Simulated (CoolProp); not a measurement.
A simple Rankine cycle with R1224YDZ: condensing at 319.15 K, boiler at 0.835 MPa, turbine inlet 472.1 K, turbine efficiency 0.75, pump efficiency 0.8, no recuperator. Each further row changes one setting.

Computed with CoolProp (reference Helmholtz-energy equation of state, Akasaka 2023).

```tsv
case	thermal efficiency (%)	net work (kJ/kg)	heat in (kJ/kg)	turbine exit temperature (K)	volume ratio over the turbine
as stated	6.4	18.7	293	449.1	2.82
condensing temperature 311.15 K	7.6	23.1	303	444.1	3.59
boiler pressure 0.584 MPa	4.3	12.6	295	457.3	1.97
turbine efficiency 0.65	5.5	16.1	293	451.7	2.83
```
